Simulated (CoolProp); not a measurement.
R141b along the isobar 16 MPa: density (kg/m³) from the reference equation and from simpler models built on Tc = 204.4 °C, pc = 4.212 MPa, ω = 0.220; each cubic takes its own stable root.

Computed with CoolProp (reference Helmholtz-energy equation of state, Lemmon 2006). It is a short technical equation, of lower accuracy than the large ones.

| T (°C) | phase | reference |
|---|---|---|
| -32.45 | liquid | 1360 |
| -3.65 | liquid | 1312 |
| 25.15 | liquid | 1264 |
| 53.95 | liquid | 1214 |
| 82.75 | liquid | 1162 |
| 111.65 | liquid | 1108 |
| 140.45 | liquid | 1051 |
| 169.25 | liquid | 988.9 |
| 198.05 | liquid | 921.9 |
| 226.85 | supercritical | 848.9 |

**Question.** How far does each simpler model (van der Waals, Redlich-Kwong, Soave-Redlich-Kwong, Peng-Robinson) lie from the reference over these 10 states: mean and median of the absolute difference, and the worst?

**Answer.** 
- van der Waals: mean 33.0 %, median 33.9 %, worst -37.7 % at -32.45 °C and 16 MPa
- Redlich-Kwong: mean 8.8 %, median 8.8 %, worst -9.5 % at -32.45 °C and 16 MPa
- Soave-Redlich-Kwong: mean 7.6 %, median 7.4 %, worst -9.0 % at 226.85 °C and 16 MPa
- Peng-Robinson: mean 3.6 %, median 3.9 %, worst +4.8 % at 82.75 °C and 16 MPa
